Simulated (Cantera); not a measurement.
Adiabatic ignition

An adiabatic, constant-pressure homogeneous reactor starts with H₂ : O₂ : N₂ = 1 : 0.12 : 1.25 (molar parts), at 1750 K and 8250 Torr.

Detailed kinetics in Cantera: GRI-Mech 3.0 (53 species, 325 reactions). The hydrogen kinetics of GRI-Mech 3.0 are dated; newer H2 mechanisms differ, most at raised pressure.

```json
[
 {"t (s)": "2.00e-6", "T (K)": "2122", "x H₂": "0.304", "x O₂": "5.18e-5", "x H₂O₂": "1.33e-7", "x O": "0.000263", "x HO₂": "2.50e-7", "x NO": "3.08e-6"},
 {"t (s)": "8.60e-6", "T (K)": "2371", "x H₂": "0.328", "x O₂": "3.61e-6", "x H₂O₂": "1.48e-8", "x O": "2.53e-5", "x HO₂": "2.27e-8", "x NO": "5.61e-6"},
 {"t (s)": "3.69e-5", "T (K)": "2436", "x H₂": "0.335", "x O₂": "3.68e-7", "x H₂O₂": "1.79e-9", "x O": "2.71e-6", "x HO₂": "1.54e-9", "x NO": "4.84e-6"},
 {"t (s)": "0.000159", "T (K)": "2444", "x H₂": "0.336", "x O₂": "1.88e-7", "x H₂O₂": "9.55e-10", "x O": "1.44e-6", "x HO₂": "6.75e-10", "x NO": "3.43e-6"},
 {"t (s)": "0.000682", "T (K)": "2444", "x H₂": "0.336", "x O₂": "1.88e-7", "x H₂O₂": "9.53e-10", "x O": "1.44e-6", "x HO₂": "6.73e-10", "x NO": "4.55e-6"},
 {"t (s)": "0.00293", "T (K)": "2444", "x H₂": "0.336", "x O₂": "1.88e-7", "x H₂O₂": "9.53e-10", "x O": "1.44e-6", "x HO₂": "6.73e-10", "x NO": "8.88e-6"},
 {"t (s)": "0.0126", "T (K)": "2444", "x H₂": "0.336", "x O₂": "1.88e-7", "x H₂O₂": "9.52e-10", "x O": "1.44e-6", "x HO₂": "6.73e-10", "x NO": "1.59e-5"},
 {"t (s)": "0.0541", "T (K)": "2444", "x H₂": "0.336", "x O₂": "1.88e-7", "x H₂O₂": "9.52e-10", "x O": "1.44e-6", "x HO₂": "6.73e-10", "x NO": "1.66e-5"},
 {"t (s)": "0.233", "T (K)": "2444", "x H₂": "0.336", "x O₂": "1.88e-7", "x H₂O₂": "9.52e-10", "x O": "1.44e-6", "x HO₂": "6.73e-10", "x NO": "1.66e-5"},
 {"t (s)": "1.00", "T (K)": "2444", "x H₂": "0.336", "x O₂": "1.88e-7", "x H₂O₂": "9.52e-10", "x O": "1.44e-6", "x HO₂": "6.73e-10", "x NO": "1.66e-5"}
]
```
x: mole fraction; the columns are a selection and need not sum to one.

The time of steepest temperature rise comes out as 1.28 µs. The temperature at 1.00 s is 2444 K and the equilibrium temperature is 2444 K. The x(H₂) at 1.00 s is 0.336 (gas-phase equilibrium 0.336). The x(O₂) at 1.00 s comes out as 1.88e-7 (gas-phase equilibrium 1.88e-7). The x(H₂O₂) at 1.00 s comes out as 9.52e-10 (gas-phase equilibrium 9.52e-10).
